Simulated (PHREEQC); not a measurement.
A PHREEQC input (ion-association model, phreeqc.dat):

```
SOLUTION 1
  temp 20
  units mg/kgw
  pH 6.9
  pe 1.4
  Na 41.5
  K 0.000744
  Ca 99.8
  Mg 14.8
  Cl 147
  S(6) 60.6 as SO4
  Alkalinity 170 as HCO3 charge
  Sr 0.0847
END
USE solution 1
EQUILIBRIUM_PHASES 1
  Gypsum 0 0
  Quartz 0 0.5
  CO2(g) -2.5 10
END
```

It stops with these messages:

```
ERROR: Alkalinity cannot be used with charge balance or solution phase boundary constraints.
ERROR: Program terminating due to input errors.
```

The fault: charge balance asked on alkalinity. The line should read `as HCO3` where the input has `as HCO3 charge`. With the mend the run ends at pH 7.67 and ionic strength 0.0112 mol/kgw.
